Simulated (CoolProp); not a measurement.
Vapour-liquid equilibrium of CHF3 (R23) (1) + propylene (2) at -66.45 °C; x and y are mole fractions of (1).

Values from CoolProp's multi-fluid Helmholtz-energy mixture model, Penoncello 2003 and Lemmon 2013; pair parameters Bell 2016.

| x | bubble pressure, mixture model (MPa) | bubble pressure, Raoult's law (MPa) | y, mixture model | y, Raoult's law |
|---|---|---|---|---|
| 0.05 | 0.07537 | 0.04892 | 0.494 | 0.236 |
| 0.2 | 0.1475 | 0.07763 | 0.766 | 0.594 |
| 0.35 | 0.1832 | 0.1063 | 0.827 | 0.759 |
| 0.5 | 0.2003 | 0.1351 | 0.854 | 0.854 |
| 0.65 | 0.2105 | 0.1638 | 0.873 | 0.916 |
| 0.8 | 0.2199 | 0.1925 | 0.900 | 0.959 |
| 0.95 | 0.2291 | 0.2212 | 0.961 | 0.991 |

The largest gap from Raoult's law is +90.0 % in bubble pressure, at x = 0.2. No azeotrope shows between x = 0.05 and 0.95.

The pair parameters rest on a limited set of measurements; away from them the model extrapolates. With so large a gap from Raoult's law the liquid may split in two, which this calculation doesn't test in full.
